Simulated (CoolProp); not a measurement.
c-C4F8 (RC318) at 281.62 K and 17 MPa flows at 24 m/s in a round tube of 12.7 mm bore and 45 µm roughness, fully developed (64/Re and Nu = 3.66 if laminar; Colebrook and Gnielinski if turbulent). Each further row changes one setting.

The numbers come from the reference Helmholtz-energy equation of state, Platzer 1990 in CoolProp. This equation is an older, rougher fit; its heat capacities, sound speeds and derivatives of the liquid may be far off and weren't checked against measurements.

```csv
case,Reynolds number,Darcy friction factor,pressure drop (Pa/m),heat-transfer coefficient (W/(m² K)),mass flow (kg/h)
as stated,?,0.0276,?,41400,17900
velocity 48 m/s,1560000,?,4080000,82700,35800
diameter 25.4 mm,1560000,0.0228,423000,36600,71600
```

Task: Complete the blanks.

Result: 
- as stated, Reynolds number: 779000
- as stated, pressure drop (Pa/m): 1020000
- velocity 48 m/s, Darcy friction factor: 0.0275

Viscosity comes from a separate model (Huber 2003), an estimate that may be off by 10 % or more. Thermal conductivity comes from a separate model (Huber 2003), an estimate that may be off by 10 % or more.
